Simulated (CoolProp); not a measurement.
Saturated liquid density (kg/m³) of C3F8 (R218): the reference equation beside estimates from Tc = 71.9 °C, pc = 2640 kPa, ω = 0.317. Rackett uses Z = 0.29056 − 0.08775 ω.

Model: reference Helmholtz-energy equation of state, Lemmon 2006, in CoolProp. It is a short technical equation, of lower accuracy than the large ones.

| T (°C) | reference | Rackett | van der Waals | Redlich-Kwong | Soave-Redlich-Kwong | Peng-Robinson |
|---|---|---|---|---|---|---|
| -95.45 | 1825 | 1953 | 1125 | 1669 | 1718 | 1933 |
| -84.95 | 1788 | 1915 | 1105 | 1635 | 1690 | 1903 |
| -74.45 | 1751 | 1875 | 1084 | 1600 | 1659 | 1870 |
| -63.95 | 1713 | 1834 | 1062 | ___ | 1626 | 1834 |
| -53.45 | 1675 | 1792 | 1039 | 1523 | 1590 | 1796 |
| -43.05 | 1636 | 1749 | 1015 | ___ | ___ | 1754 |
| -32.55 | 1595 | 1703 | 990.0 | 1436 | 1510 | 1709 |
| -22.05 | 1552 | 1655 | 963.1 | 1388 | 1464 | 1659 |
| -11.55 | 1507 | 1605 | 934.5 | 1337 | 1415 | 1604 |
| -1.05 | 1460 | 1552 | 903.9 | 1282 | 1360 | 1543 |
| 9.45 | 1408 | 1496 | 870.8 | 1222 | 1300 | 1475 |
| 19.95 | 1353 | 1434 | 834.5 | 1157 | 1232 | 1399 |
| 30.45 | 1290 | 1366 | 794.2 | 1085 | 1156 | 1311 |
| 40.95 | 1218 | 1288 | 748.3 | 1002 | 1067 | 1208 |

Task: What belongs in the gaps?

Result: 
- -63.95, Redlich-Kwong: 1562
- -43.05, Redlich-Kwong: 1481
- -43.05, Soave-Redlich-Kwong: 1551

Absolute difference from the reference over all 14 rows, mean and median: Rackett 6.6 and 6.7 %, van der Waals 38.1 and 38.1 %, Redlich-Kwong 11.3 and 10.3 %, Soave-Redlich-Kwong 6.8 and 5.8 %, Peng-Robinson 5.5 and 6.4 %.
